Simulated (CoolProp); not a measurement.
A simple Rankine cycle with water: condensing at 328.15 K, boiler at 0.343 MPa, turbine inlet 561.3 K, turbine efficiency 0.75, pump efficiency 0.6, no recuperator. Each further row changes one setting.

Model: reference Helmholtz-energy equation of state, Wagner 2002, in CoolProp.

```csv
case,thermal efficiency (%),net work (kJ/kg),heat in (kJ/kg),turbine exit temperature (K),volume ratio over the turbine
as stated,15.3,429,2810,335.6,13.1
turbine inlet 581.3 K,15.5,442,2850,350.1,13.2
condensing temperature 320.15 K,16.5,470,2850,320.1,18.4
boiler pressure 0.24 MPa,13.8,390,2820,357.5,9.73
turbine efficiency 0.65,13.2,372,2810,365.4,14.3
```

The expansion ends wet for: condensing temperature 320.15 K.
